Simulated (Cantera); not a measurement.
**Adiabatic ignition**

An adiabatic, constant-volume homogeneous reactor starts with CH4 : O2 : N2 : CO2 = 1 : 1.43 : 5.37 : 0.049 (molar parts), equivalence ratio 1.4, at 1325 K and 0.799 atm.

Computed with Cantera and GRI-Mech 3.0 (53 species, 325 reactions).

| t (s) | T (K) | P (bar) | x CH4 | x O2 | x HO2 | x CH2CO | x NO | x N2O |
|---|---|---|---|---|---|---|---|---|
| 1.00e-6 | 1325 | 0.810 | 0.127 | 0.182 | 7.27e-9 | <1e-12 | <1e-12 | <1e-12 |
| 4.13e-6 | 1325 | 0.810 | 0.127 | 0.182 | 3.00e-8 | <1e-12 | <1e-12 | <1e-12 |
| 1.71e-5 | 1325 | 0.810 | 0.127 | 0.182 | 1.22e-7 | <1e-12 | <1e-12 | <1e-12 |
| 7.06e-5 | 1325 | 0.810 | 0.127 | 0.182 | 4.75e-7 | <1e-12 | <1e-12 | <1e-12 |
| 0.000292 | 1325 | 0.810 | 0.127 | 0.182 | 1.48e-6 | <1e-12 | <1e-12 | 9.82e-12 |
| 0.00120 | 1325 | 0.810 | 0.127 | 0.182 | 1.85e-6 | 3.00e-10 | <1e-12 | 7.66e-11 |
| 0.00498 | 1330 | 0.813 | 0.126 | 0.181 | 6.59e-6 | 1.52e-7 | <1e-12 | 6.96e-10 |
| 0.0206 | 2847 | 1.91 | <1e-12 | 0.00289 | 1.89e-6 | <1e-12 | 0.00410 | 2.83e-7 |
| 0.0850 | 2847 | 1.91 | <1e-12 | 0.00289 | 1.89e-6 | <1e-12 | 0.00410 | 2.83e-7 |
| 0.351 | 2847 | 1.91 | <1e-12 | 0.00289 | 1.89e-6 | <1e-12 | 0.00410 | 2.83e-7 |
| 1.45 | 2847 | 1.91 | <1e-12 | 0.00289 | 1.89e-6 | <1e-12 | 0.00410 | 2.83e-7 |
| 6.00 | 2847 | 1.91 | <1e-12 | 0.00289 | 1.89e-6 | <1e-12 | 0.00410 | 2.83e-7 |
x: mole fraction; the columns are a selection and need not sum to one.

```
Property                                                             Value
---------------------------------  ---------------------------------------
time of steepest temperature rise                                  11.4 ms
temperature at 6.00 s                                               2847 K
equilibrium temperature                                             2847 K
x(CH4) at 6.00 s                     <1e-12 (gas-phase equilibrium <1e-12)
x(O2) at 6.00 s                    0.00289 (gas-phase equilibrium 0.00289)
x(HO2) at 6.00 s                   1.89e-6 (gas-phase equilibrium 1.89e-6)
```
